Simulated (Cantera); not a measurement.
Input: 1 mol Si, 4.2 mol HCl, 16 mol H2.

These are equilibrium values from Cantera (NASA tables, ideal gas, pure condensed phases), not measurements of a reactor. Candidate condensed phases: Si; 19 gas species. The tables' values for SiCl3 are old estimates. Kinetics and transport are ignored.

Stable condensed phases, one row left out:

```
T in K \ P in Pa
           10000   26000   67000  170000  450000 1200000 3000000
   1348        A       A       A       A       B       B       B
   1323        A       A       A       B       B       B       B
   1298        A       A       A       B       B       B       B
   1273        A       A       A       B       B       B       B
   1248        A       A       A       B       B       B       B
   1198        A       A       B       B       B       B       B
   1173        A       A       B       B       B       B       B
   1148        A       B       B       B       B       B       B
```

A: Si; B: gas only.

Q: Give the row for 1223 K.

A: 10000: Si; 26000: Si; 67000: gas only; 170000: gas only; 450000: gas only; 1200000: gas only; 3000000: gas only.
